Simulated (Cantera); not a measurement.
# Reactions in the system N-O-V

Cantera with NASA thermochemical tables; ideal gases at 1 bar, condensed phases pure. Values are per mole of reaction as written; species without (g) are pure solids or liquids, kept so even where they would boil at 1 bar. VN: taken at fixed stoichiometry.

N2O(g) + V2O3 → V2O4 + N2(g)

```tsv
T (K)	ΔH° (kJ)	ΔS° (J/K)	ΔG° (kJ)	log10 K
350	-280.9	3.7	-282.2	42.12
375	-280.8	4.0	-282.3	39.32
400	-280.7	4.3	-282.4	36.88
425	-280.6	4.6	-282.5	34.72
450	-280.5	4.8	-282.6	32.81
475	-280.4	5.0	-282.8	31.09
500	-280.3	5.1	-282.9	29.55
525	-280.2	5.3	-283.0	28.16
```

2 N(g) + 5 V2O4 → 2 VN + 4 V2O5

```
T (K)  ΔH° (kJ)  ΔS° (J/K)  ΔG° (kJ)  log10 K
-----  --------  ---------  --------  -------
350      -492.2     -363.1    -365.1    54.49
375      -493.1     -365.5    -356.0    49.59
400      -493.8     -367.4    -346.9    45.30
425      -494.5     -369.0    -337.7    41.50
450      -495.1     -370.3    -328.4    38.12
475      -495.6     -371.4    -319.2    35.10
500      -496.1     -372.4    -309.9    32.37
525      -496.5     -373.2    -300.5    29.90
```
